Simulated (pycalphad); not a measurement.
Computed with pycalphad from the COST 507 light-alloy database (1999), at 1 atm. These are 1990s assessments: newer ones move some temperatures and phases. Amounts are mole fractions of atoms.

Problem. Give the equilibrium state of Sn-80.26Si (wt.%) at 727 °C.

Solution. 
```
T = 1000.00 K, P = 101325 Pa, N = 1 mol of atoms
G = -32707 J/mol, H = 17520 J/mol, S = 50.23 J/(mol K)  (SER reference)
chemical potentials (J/mol): Sn -72666, Si -30382
phase             fraction      x(Sn)      x(Si)
DIAMOND_A4          0.9448   4.36e-07     1.0000
LIQUID              0.0552     0.9965     0.0035
```

DIAMOND_A4 is diamond (Si).
